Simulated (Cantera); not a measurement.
A Cantera script and what it prints.

```python
import numpy as np
import cantera as ct

gas_names = """
    CL CL2 H HCL H2 Si SiCL SiCL2 SiCL3 SiCL4 SiH SiHCL3 SiH2 SiH2CL2 SiH3 SiH3CL SiH4 Si2 Si3
""".split()
cond_names = """
    Si(cr) Si(L)
""".split()


# ... load() reads the species with a 1 bar reference pressure and builds the phases ...
atoms = {
    'SiCl4': {'Si': 1, 'CL': 4},
    'Cl2': {'CL': 2},
    'H2': {'H': 2},
}
top_T = {}  # K; cautious upper limits of use, not melting points


# ... equilibrate(T, P, feed) seeds the gas with the atoms and calls Mixture.equilibrate('TP', solver="vcs", rtol=1e-11, max_steps=5000) ...
results = []
feed = {'SiCl4': 1, 'Cl2': 1.2, 'H2': 2.5}  # mol
T = 1100  # K
P = 97000  # Pa
mix = equilibrate(T, P, feed)
results.append((T, P, feed, dict(zip(mix.species_names, mix.species_moles))))
x = sorted(zip(gas.X, gas.species_names), reverse=True)
print(f"T = {T:g} K  P = {P:g} Pa  gas = {mix.phase_moles(0):.4g} mol")
print("   x: " + "  ".join(f"{s} {v:.3e}" for v, s in x if v > 0.001))
print("   condensed (mol): " + ("  ".join(f"{mix.phase(i).name} {mix.phase_moles(i):.4g}"
      for i in range(1, mix.n_phases) if mix.phase_moles(i) > 1e-12) or "none"))
```

Result:

```
T = 1100 K  P = 97000 Pa  gas = 4.7 mol
   x: HCL 5.124e-01  H2 2.748e-01  SiCL4 2.109e-01  SiHCL3 1.668e-03
   condensed (mol): none
```

Method: chemical equilibrium by Gibbs-energy minimisation in Cantera with the NASA 1993 tables (ideal gas, pure condensed phases). The tables' values for SiCl3 are old estimates; treat these amounts as uncertain.
